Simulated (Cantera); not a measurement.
Input: 1 mol C2F6, 0.46 mol CH4, 0.7 mol H2, equilibrated at 2700 °C and 0.00133 bar.

Method: chemical equilibrium by Gibbs-energy minimisation in Cantera with the NASA 1993 tables (ideal gas, pure condensed phases). The feed counts by its element totals alone. Equilibrium is a limit: real reactors are often held back by kinetics, nucleation or transport.

| species | before | after |
|---|---|---|
| H | 0.0797 | 0.728 |
| HF | 0.354 | 0.131 |
| C3 | 0.0813 | 0.0563 |
| F | 0.414 | 0.0168 |
| H2 | 0.000402 | 0.0335 |
| CF | 0.0350 | 0.00126 |
| C2 | 0.0106 | 0.00830 |
| C | 0.0227 | 0.0201 |
| CF2 | 0.00122 | 1.78e-6 |
| C2H2 (acetylene) | 1.38e-5 | 0.000902 |
| C4H2 | 1.99e-7 | 1.01e-5 |
| CH | 7.81e-6 | 6.31e-5 |
| C2H | 0.000454 | 0.00324 |
| C5 | 0.000822 | 0.000445 |
Gas species are given as mole fractions.

Which change was made?
A. temperature from 2700 °C to 525 °C
B. C2F6 replaced by CH3F
C. temperature from 2700 °C to 3300 °C
D. temperature from 2700 °C to 3125 °C

B, C2F6 replaced by CH3F
